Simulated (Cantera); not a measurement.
Input (Python, Cantera):

```python
import numpy as np
import cantera as ct

gas = ct.Solution("gri30.yaml", transport_model="mixture-averaged")
show = ['OH', 'CH3', 'O']

rows = []
print(f"{'T/K':>7s}{'rho':>11s}{'cp':>10s}{'mu':>11s}{'lambda':>11s}{'Pr':>7s}" + "".join(f"{'D_' + s:>11s}" for s in show))
for T in [400, 500, 600, 700, 800, 900, 1000]:
    gas.TPX = T, 48000, {'N2': 0.62, 'H2O': 0.79, 'N2O': 0.39}
    Pr = gas.cp_mass * gas.viscosity / gas.thermal_conductivity
    D = [gas.mix_diff_coeffs_mole[gas.species_index(s)] for s in show]
    rows.append([gas.density, gas.cp_mass, gas.viscosity, gas.thermal_conductivity, Pr, *D])
    print(f"{T:7g}{gas.density:11.4e}{gas.cp_mass:10.1f}{gas.viscosity:11.4e}"
          f"{gas.thermal_conductivity:11.4e}{Pr:7.3f}" + "".join(f"{d:11.4e}" for d in D))
print("SI units: kg/m3, J/kg/K, Pa s, W/m/K, m2/s")
```

Output:

```
    T/K        rho        cp         mu     lambda     Pr       D_OH      D_CH3        D_O
    400 3.9101e-01    1269.4 1.8345e-05 3.2714e-02  0.712 1.1261e-04 7.7327e-05 1.1475e-04
    500 3.1281e-01    1314.2 2.2330e-05 4.1339e-02  0.710 1.6701e-04 1.1600e-04 1.7020e-04
    600 2.6067e-01    1358.6 2.6107e-05 5.0161e-02  0.707 2.2931e-04 1.6054e-04 2.3368e-04
    700 2.2343e-01    1402.6 2.9703e-05 5.9153e-02  0.704 2.9892e-04 2.1049e-04 3.0463e-04
    800 1.9551e-01    1446.1 3.3141e-05 6.8256e-02  0.702 3.7543e-04 2.6549e-04 3.8260e-04
    900 1.7378e-01    1488.0 3.6440e-05 7.7409e-02  0.700 4.5849e-04 3.2528e-04 4.6724e-04
   1000 1.5640e-01    1527.1 3.9615e-05 8.6563e-02  0.699 5.4780e-04 3.8963e-04 5.5826e-04
SI units: kg/m3, J/kg/K, Pa s, W/m/K, m2/s
```

Detailed kinetics in Cantera: GRI-Mech 3.0 (53 species, 325 reactions). Polar gases are described roughly by these parameters.
